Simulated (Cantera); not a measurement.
A Cantera script and what it prints.

```python
import numpy as np
import cantera as ct

gas_names = [...]  # 113 gases of nasa_gas.yaml made of C, H, O, Ta
cond_names = """
    C(gr) C6H6(L) C7H8(L) C8H18(L),n-octa H2O(s) H2O(L) Ta(cr) Ta(L) TaC(s) TaC(L) Ta2O5(s) Ta2O5(L)
""".split()


# ... load() reads the species with a 1 bar reference pressure and builds the phases ...
atoms = {
    'Ta(OEt)5': {'Ta': 1, 'C': 10, 'H': 25, 'O': 5},
    'O2': {'O': 2},
    'H2': {'H': 2},
}
top_T = {'C(gr)': 4500}  # K; cautious upper limits of use, not melting points


# ... equilibrate(T, P, feed) seeds the gas with the atoms and calls Mixture.equilibrate('TP', solver="vcs", rtol=1e-11, max_steps=5000) ...
results = []
feed = {'Ta(OEt)5': 1, 'O2': 0.035, 'H2': 250}  # mol
P = 0.11  # Pa
for T in [1850, 1900, 1950, 2000, 2050, 2100, 2150, 2200, 2250, 2300, 2350]:
    mix = equilibrate(T, P, feed)
    results.append((T, P, feed, dict(zip(mix.species_names, mix.species_moles))))

top = {s: max(r[3][s] / sum(r[3][g] for g in gas_names) for r in results) for s in gas_names}
cols = sorted((s for s in top if top[s] > 1e-05), key=lambda s: -top[s])[:8]
seen = [c for c in cond_names if any(r[3].get(c, 0) > 1e-12 for r in results)]
print("log10 of partial pressures in bar; condensed amounts in mol")
print(f"{'T/K':>10s}" + "".join(f"{s[:9]:>10s}" for s in cols + seen))
for T, P, feed, n in results:
    ng = sum(n[g] for g in gas_names)
    print(f"{T:10.4g}" + "".join(f"{np.log10(max(n[s] / ng * P / 1e5, 1e-99)):10.3f}" for s in cols)
          + "".join(f"{n.get(c, 0):10.4g}" for c in seen))
```

It prints:

```
log10 of partial pressures in bar; condensed amounts in mol
       T/K         H        H2        CO         C        C3        C2 C2H2,acet       C2H     C(gr)    TaC(s)
      1850    -6.362    -6.188    -7.776   -12.035   -12.296   -13.377    -9.770   -11.913     3.826         1
      1900    -6.245    -6.288    -7.811   -11.502   -11.685   -12.764    -9.706   -11.546     3.796         1
      1950    -6.151    -6.421    -7.849   -10.996   -11.106   -12.182    -9.683   -11.217     3.764         1
      2000    -6.082    -6.587    -7.886   -10.517   -10.557   -11.630    -9.701   -10.924     3.719         1
      2050    -6.035    -6.782    -7.917   -10.060   -10.036   -11.105    -9.756   -10.665     3.606         1
      2100    -6.006    -6.998    -7.940    -9.626    -9.540   -10.606    -9.838   -10.433      3.26         1
      2150    -5.988    -7.226    -7.956    -9.211    -9.067   -10.130    -9.939   -10.223     2.243         1
      2200    -5.979    -7.459    -7.966    -8.838    -8.684    -9.720   -10.094   -10.075         0         1
      2250    -5.973    -7.687    -7.972    -8.628    -8.756    -9.622   -10.542   -10.229         0         1
      2300    -5.970    -7.911    -7.975    -8.445    -8.878    -9.563   -11.010   -10.414         0         1
      2350    -5.968    -8.128    -7.977    -8.296    -9.078    -9.561   -11.516   -10.647         0    0.9999
```

Cantera equilibrium calculation (NASA polynomials, part measured and part estimated; ideal gas, pure solids and liquids). The feed counts by its element totals alone. TaC: taken at fixed stoichiometry. Condensed phases not in the tables: Ta2C.
